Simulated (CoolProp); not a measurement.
Vapour-liquid equilibrium of R152A (1) + methanol (2) at 0.392 MPa; x and y are mole fractions of (1).

The numbers come from the multi-fluid Helmholtz-energy mixture model, Outcalt 1996 and de Reuck 1993; pair parameters Bell 2016 in CoolProp.

```json
[
 {"x": "0.05", "bubble temperature, mixture model (K)": "343.1", "bubble temperature, Raoult's law (K)": "363.6", "y, mixture model": "0.678", "y, Raoult's law": "0.371"},
 {"x": "0.2", "bubble temperature, mixture model (K)": "309.4", "bubble temperature, Raoult's law (K)": "335.5", "y, mixture model": "0.925", "y, Raoult's law": "0.810"},
 {"x": "0.35", "bubble temperature, mixture model (K)": "302.3", "bubble temperature, Raoult's law (K)": "318.2", "y, mixture model": "0.949", "y, Raoult's law": "0.926"},
 {"x": "0.5", "bubble temperature, mixture model (K)": "298.6", "bubble temperature, Raoult's law (K)": "306.5", "y, mixture model": "0.960", "y, Raoult's law": "0.967"},
 {"x": "0.65", "bubble temperature, mixture model (K)": "294.9", "bubble temperature, Raoult's law (K)": "298.0", "y, mixture model": "0.971", "y, Raoult's law": "0.985"},
 {"x": "0.8", "bubble temperature, mixture model (K)": "290.8", "bubble temperature, Raoult's law (K)": "291.5", "y, mixture model": "0.983", "y, Raoult's law": "0.994"},
 {"x": "0.95", "bubble temperature, mixture model (K)": "286.2", "bubble temperature, Raoult's law (K)": "286.2", "y, mixture model": "0.996", "y, Raoult's law": "0.999"}
]
```

The largest gap from Raoult's law is -26.1 K in bubble temperature, at x = 0.2. No azeotrope shows between x = 0.05 and 0.95.

The pair parameters rest on a limited set of measurements; away from them the model extrapolates. With so large a gap from Raoult's law the liquid may split in two, which this calculation doesn't test in full.
